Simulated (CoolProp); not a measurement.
Vapour-liquid equilibrium of CHF3 (R23) (1) + R134a (2) at 4.9 bar; x and y are mole fractions of (1).

The numbers come from the multi-fluid Helmholtz-energy mixture model, Penoncello 2003 and Tillner-Roth 1994; pair parameters Bell 2016 in CoolProp.

| x | bubble temperature, mixture model (°C) | bubble temperature, Raoult's law (°C) | y, mixture model | y, Raoult's law |
|---|---|---|---|---|
| 0.05 | 8.0 | 6.0 | 0.225 | 0.298 |
| 0.15 | -4.1 | -7.6 | 0.530 | 0.618 |
| 0.25 | -13.9 | -17.4 | 0.706 | 0.773 |
| 0.35 | -21.7 | -24.7 | 0.812 | 0.857 |
| 0.45 | -28.1 | -30.6 | 0.878 | 0.908 |
| 0.55 | -33.4 | -35.3 | 0.921 | 0.940 |
| 0.65 | -37.9 | -39.3 | 0.950 | 0.962 |
| 0.75 | -41.8 | -42.7 | 0.971 | 0.977 |
| 0.85 | -45.1 | -45.6 | 0.985 | 0.988 |
| 0.95 | -48.1 | -48.2 | 0.996 | 0.997 |

The largest gap from Raoult's law is +3.5 K in bubble temperature, at x = 0.25. No azeotrope shows between x = 0.05 and 0.95.

The pair parameters rest on a limited set of measurements; away from them the model extrapolates.
